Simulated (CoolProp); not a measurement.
Vapour-liquid equilibrium of benzene (1) + m-xylene (2) at 86.75 °C; x and y are mole fractions of (1).

The numbers come from the multi-fluid Helmholtz-energy mixture model, Thol 2012 and Zhou 2012; pair parameters Bell 2016 in CoolProp.

Give the bubble pressure and the first vapour's composition at x = 0.05, 0.15, 0.45. Is there an azeotrope?

x = 0.05: 0.02486 MPa, y = 0.252; x = 0.15: 0.03535 MPa, y = 0.525; x = 0.45: 0.06608 MPa, y = 0.831. No azeotrope shows between x = 0.05 and 0.95.

Pair parameters are fitted to limited data, so mixtures are less certain than the pure fluids. The gap from Raoult's law changes sign with composition, which may be real or a fault of the pair parameters; it wasn't checked against measurements.
